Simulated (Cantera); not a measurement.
An adiabatic, constant-volume homogeneous reactor starts with CH₃OH : O₂ : N₂ : H₂O = 1 : 1.36 : 7.77 : 2.1 (molar parts), equivalence ratio 1.1, at 1700 K and 0.691 atm.

Detailed kinetics in Cantera: GRI-Mech 3.0 (53 species, 325 reactions). GRI-Mech 3.0 was tuned for natural gas; its chemistry of methanol as a main component is partial and can be far from experiment.

Task: Predict: time of steepest temperature rise; temperature at 1.00 s; equilibrium temperature; x(O₂) at 1.00 s; x(H₂O) at 1.00 s; x(CO) at 1.00 s; x(NO₂) at 1.00 s.

Result: 
| Property | Result |
|---|---|
| time of steepest temperature rise | 40.7 µs |
| temperature at 1.00 s | 2635 K |
| equilibrium temperature | 2635 K |
| x(O₂) at 1.00 s | 0.0109 (gas-phase equilibrium 0.0109) |
| x(H₂O) at 1.00 s | 0.272 (gas-phase equilibrium 0.272) |
| x(CO) at 1.00 s | 0.0296 (gas-phase equilibrium 0.0296) |
| x(NO₂) at 1.00 s | 1.09e-6 (gas-phase equilibrium 1.09e-6) |
